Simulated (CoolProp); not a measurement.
Vapour-liquid equilibrium of isohexane (1) + n-hexane (2) at 257.8 K; x and y are mole fractions of (1).

Values from CoolProp's multi-fluid Helmholtz-energy mixture model, Lemmon 2006 and Thol 2019; pair parameters Bell 2016.

| x | bubble pressure (bar) | y at the bubble point | dew pressure at overall composition x (bar) | liquid density (mol/L) |
|---|---|---|---|---|
| 0.05 | 0.02580 | 0.078 | 0.02552 | 8.009 |
| 0.15 | 0.02731 | 0.220 | 0.02655 | 8.002 |
| 0.25 | 0.02879 | 0.346 | 0.02765 | 7.994 |
| 0.35 | 0.03024 | 0.459 | 0.02883 | 7.987 |
| 0.45 | 0.03165 | 0.561 | 0.03011 | 7.980 |
| 0.55 | 0.03303 | 0.654 | 0.03149 | 7.973 |
| 0.65 | 0.03437 | 0.740 | 0.03296 | 7.966 |
| 0.75 | 0.03567 | 0.819 | 0.03453 | 7.959 |
| 0.85 | 0.03694 | 0.894 | 0.03619 | 7.953 |
| 0.95 | 0.03818 | 0.965 | 0.03791 | 7.947 |

No azeotrope shows between x = 0.05 and 0.95.

The pair parameters rest on a limited set of measurements; away from them the model extrapolates.
